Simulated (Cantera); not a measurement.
Charge: 1 mol C₆H₆, 0.33 mol NH₃, 28 mol N₂, held at 13.3 mbar.

Cantera equilibrium calculation (NASA polynomials, part measured and part estimated; ideal gas, pure solids and liquids). Candidate condensed phases: C, C₆H₆, C₇H₈, C₈H₁₈; 92 gas species. Rates play no part. All values below are at 2348 K.

Base state: N₂ 0.868, H₂ 0.0855, H 0.0313, HCN 0.0129, HNC 0.00125, C₂H₂ (acetylene) 0.000467, CN 0.000217, C₂N₂ 2.55e-5 (mole fractions); condensed: C(graphite).

What changes in the equilibrium state with this change: pressure from 13.3 mbar to 0.920 bar?


```csv
species,before,after
N₂,0.868,0.880
H₂,0.0855,0.0999
HCN,0.0129,0.0140
H,0.0313,0.00407
CN,0.000217,2.63e-5
C₂H₂ (acetylene),0.000467,0.000546
HNC,0.00125,0.00136
"C(graphite), mol",5.51,5.48
```
